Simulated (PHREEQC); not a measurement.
Dissolve 0.021 mol HF, 6.1e-05 mol NaOH and 0.0023 mol NaCl per kg of water at 20 °C. Closed to the air; pH follows from the charge balance.

Equilibrium calculation in PHREEQC: ion-association model, phreeqc.dat.

| quantity | before | after |
|---|---|---|
| pH | 2.44 | 9.93 |
| ionic strength (mol/kgw) | 0.00624 | 0.00236 |
| SI of Halite (NaCl) | -6.90 | -6.88 |

Name the change that produced these shifts.
A. HF from 0.021 to 0.0042 mol/kgw
B. HF from 0.021 to 0.0189 mol/kgw
C. HF from 0.021 to 0.0315 mol/kgw
D. HF left out
E. NaCl from 0.0023 to 0.023 mol/kgw

D, HF left out

Precipitation was switched off in this run.
